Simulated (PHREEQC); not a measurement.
Make-up at 10 °C: 0.32 mmol/kgw CO2 and 2.7 mmol/kgw KHF2. Closed to the air; pH follows from the charge balance.

Computed with PHREEQC (ion-association model, phreeqc.dat).

No solid was allowed to form.

Question: Predict the pH.

Answer: pH 3.24.

Question: In which forms is F present?

Answer: F- 61 %, HF 38 %, HF2- 0.8 % of the F.

Constants without temperature data keep their 25 °C values here.
